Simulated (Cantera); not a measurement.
N2O furnace oxynitridation

A perfectly stirred reactor is fed with N₂O : H₂O = 1 : 0.017 (molar parts), at 0.0290 bar; it is held at 1300 K, and followed from long to short residence time.

Cantera simulation using GRI-Mech 3.0 (53 species, 325 reactions); the numbers are that mechanism's predictions, not measurements. GRI-Mech 3.0 was tuned for natural gas; its chemistry of N2O as a main component is partial and can be far from experiment. Radical loss at walls, strong at low pressure, is not modelled. The mechanism lacks the step 2 NO + O2 → 2 NO2, which can matter for NO2 below about 1400 K. The temperature is held fixed by assumption; the heat of reaction is taken as removed at once.

```tsv
τ (s)	x N₂O	x H₂O	x NO	x H	x H₂
18	0.252	0.0126	0.0631	1.81e-8	8.71e-8
3.7	0.612	0.0146	0.0323	1.25e-8	6.72e-8
0.78	0.871	0.0161	0.00967	1.02e-8	6.75e-8
0.16	0.958	0.0166	0.00216	9.09e-9	8.69e-8
0.034	0.978	0.0167	0.000486	7.11e-9	8.19e-8
0.0071	0.982	0.0167	0.000108	3.69e-9	2.40e-8
0.0015	0.983	0.0167	2.16e-5	9.21e-10	1.28e-9
```
x: mole fraction; the columns are a selection and need not sum to one.
